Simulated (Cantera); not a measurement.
A Cantera script and what it prints.

```python
import numpy as np
import cantera as ct

gas_names = """
    H HNO HNO2 HNO3 HO2 H2 H2O H2O2 N NH NH2 NH3 NH2OH NO NO2 NO3 N2 N2H2 N2H4 N2O O OH O2 O3
""".split()
cond_names = """
    H2O(s) H2O(L)
""".split()


def load(file, names, dense=False):
    # The tables refer to 1 bar. Condensed volumes are neglected.
    table = {s.name: s for s in ct.Species.list_from_file(file)}
    out = []
    for n in names:
        d = dict(table[n].input_data)
        d["thermo"] = dict(d["thermo"], **{"reference-pressure": 1e5})
        if dense:
            d["equation-of-state"] = {"model": "constant-volume", "density": "1e6 g/cm^3"}
        out.append(ct.Species.from_dict(d))
    return out


gas = ct.Solution(thermo="ideal-gas", species=load("nasa_gas.yaml", gas_names))
cond = {s.name: ct.Solution(thermo="fixed-stoichiometry", species=[s], name=s.name)
        for s in load("nasa_condensed.yaml", cond_names, dense=True)}
atoms = {
    'N2O': {'N': 2, 'O': 1},
    'H2O': {'H': 2, 'O': 1},
    'H2': {'H': 2},
}
top_T = {}  # K; cautious upper limits of use, not melting points


def equilibrate(T, P, feed):
    n = {}
    for name, mol in feed.items():
        for a, k in atoms[name].items():
            n[a] = n.get(a, 0.0) + k * mol
    gas.TPX = T, P, n
    mass = sum(n.values()) * gas.mean_molecular_weight
    gas.equilibrate("TP")
    valid = [c for c in cond.values() if c.min_temp <= T <= top_T.get(c.name, c.max_temp)]
    mix = ct.Mixture([(gas, mass / gas.mean_molecular_weight)] + [(c, 0.0) for c in valid])
    mix.T, mix.P = T, P
    mix.equilibrate("TP", solver="vcs", rtol=1e-11, max_steps=5000)
    return mix


results = []
feed = {'N2O': 1, 'H2O': 1.2, 'H2': 0.086}  # mol
P = 30  # Pa
for T in [748, 898, 1048, 1198, 1348, 1498, 1648, 1798, 1948, 2098, 2248, 2398, 2548, 2698]:
    mix = equilibrate(T, P, feed)
    results.append((T, P, feed, dict(zip(mix.species_names, mix.species_moles))))

top = {s: max(r[3][s] / sum(r[3][g] for g in gas_names) for r in results) for s in gas_names}
cols = sorted((s for s in top if top[s] > 1e-06), key=lambda s: -top[s])[:6]
seen = [c for c in cond_names if any(r[3].get(c, 0) > 1e-12 for r in results)]
print("log10 of partial pressures in bar; condensed amounts in mol")
print(f"{'T/K':>10s}" + "".join(f"{s[:9]:>10s}" for s in cols + seen))
for T, P, feed, n in results:
    ng = sum(n[g] for g in gas_names)
    print(f"{T:10.4g}" + "".join(f"{np.log10(max(n[s] / ng * P / 1e5, 1e-99)):10.3f}" for s in cols)
          + "".join(f"{n.get(c, 0):10.4g}" for c in seen))
```

Result:

```
log10 of partial pressures in bar; condensed amounts in mol
       T/K       H2O         H        N2         O        O2        OH
       748    -3.852   -20.593    -3.961   -16.392    -4.301   -12.127
       898    -3.852   -16.575    -3.961   -13.452    -4.301   -10.235
      1048    -3.852   -13.695    -3.961   -11.349    -4.301    -8.882
      1198    -3.852   -11.529    -3.961    -9.770    -4.301    -7.868
      1348    -3.852    -9.839    -3.961    -8.540    -4.302    -7.078
      1498    -3.853    -8.483    -3.962    -7.555    -4.303    -6.447
      1648    -3.855    -7.371    -3.963    -6.750    -4.306    -5.932
      1798    -3.863    -6.445    -3.965    -6.079    -4.312    -5.507
      1948    -3.888    -5.667    -3.973    -5.515    -4.324    -5.158
      2098    -3.957    -5.021    -3.994    -5.035    -4.345    -4.886
      2248    -4.127    -4.508    -4.043    -4.632    -4.388    -4.711
      2398    -4.497    -4.152    -4.127    -4.315    -4.498    -4.688
      2548    -5.157    -3.966    -4.214    -4.108    -4.741    -4.870
      2698    -6.027    -3.902    -4.261    -4.006    -5.120    -5.215
```

Cantera equilibrium calculation (NASA polynomials, part measured and part estimated; ideal gas, pure solids and liquids).
